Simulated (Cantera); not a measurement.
A freely propagating, adiabatic, planar premixed flame of CH4 : C2H6 : C3H8 : O2 : N2 = 1 : 1.2 : 0.043 : 5.83 : 15.2 (molar parts), unburnt at 300 K and 1.00 atm; multicomponent+Soret transport, grid criteria slope 0.08 and curve 0.16, no radiation.

Cantera simulation using GRI-Mech 3.0 (53 species, 325 reactions); the numbers are that mechanism's predictions, not measurements. Burning velocities carry a grid error of a few per cent, more on coarse grids.

x: mole fraction of selected species; z is measured from the peak of heat release.

```tsv
z (mm)	T (K)	u (m/s)	x CH4	x C2H6	x C3H8	x O	x CH2	x CO
-0.764	300	0.738	0.0430	0.0515	0.00185	<1e-8	<1e-8	2.72e-7
-0.510	300	0.740	0.0429	0.0515	0.00185	<1e-8	<1e-8	8.14e-6
-0.382	303	0.747	0.0427	0.0514	0.00184	<1e-8	<1e-8	7.27e-5
-0.255	?	0.869	0.0408	0.0511	0.00186	<1e-8	<1e-8	0.00141
-0.127	?	2.28	0.0309	0.0380	0.00174	2.84e-6	2.46e-7	0.0222
-0.0637	?	3.76	0.0203	0.0159	0.000842	9.57e-5	1.57e-5	0.0510
0	?	5.10	0.00673	0.00101	2.63e-5	0.00106	0.000125	0.0809
0.0637	2086	5.67	0.000786	4.41e-6	2.17e-8	0.00347	5.76e-5	0.0860
0.127	2139	5.80	4.68e-5	<1e-8	<1e-8	0.00519	5.21e-6	0.0771
0.255	2185	5.89	1.58e-7	<1e-8	<1e-8	0.00560	1.92e-8	0.0649
0.510	2242	6.01	<1e-8	<1e-8	<1e-8	0.00491	<1e-8	0.0587
1.02	2316	6.18	<1e-8	<1e-8	<1e-8	0.00381	<1e-8	0.0561
2.04	2396	6.36	<1e-8	<1e-8	<1e-8	0.00267	<1e-8	0.0534
```

Question: What belongs in the gaps?

Answer: 
- -0.255, T (K): 350
- -0.127, T (K): 891
- -0.0637, T (K): 1425
- 0, T (K): 1885
